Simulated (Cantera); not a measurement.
A perfectly stirred reactor is fed with 37.0 % N2O, 63.0 % O2, at 135 Torr; it is held at 1348 K, and followed from long to short residence time.

Cantera simulation using GRI-Mech 3.0 (53 species, 325 reactions); the numbers are that mechanism's predictions, not measurements. GRI-Mech 3.0 was tuned for natural gas; its chemistry of N2O as a main component is partial and can be far from experiment. The mechanism lacks the step 2 NO + O2 → 2 NO2, which can matter for NO2 below about 1400 K. The temperature is held fixed by assumption; the heat of reaction is taken as removed at once.

Predict: x(N2O) at τ = 28.0 s; x(O2) at τ = 28.0 s; x(NO2) at τ = 28.0 s; x(O) at τ = 28.0 s; x(NO) at τ = 28.0 s; x(N2O) at τ = 66.0 ms; x(O2) at τ = 66.0 ms; x(NO2) at τ = 66.0 ms; x(O) at τ = 66.0 ms; x(NO) at τ = 66.0 ms.


- x(N2O) at τ = 28.0 s: 0.0112
- x(O2) at τ = 28.0 s: 0.670
- x(NO2) at τ = 28.0 s: 7.52e-5
- x(O) at τ = 28.0 s: 6.27e-6
- x(NO) at τ = 28.0 s: 0.0322
- x(N2O) at τ = 66.0 ms: 0.336
- x(O2) at τ = 66.0 ms: 0.633
- x(NO2) at τ = 66.0 ms: 8.15e-6
- x(O) at τ = 66.0 ms: 1.38e-5
- x(NO) at τ = 66.0 ms: 0.00500
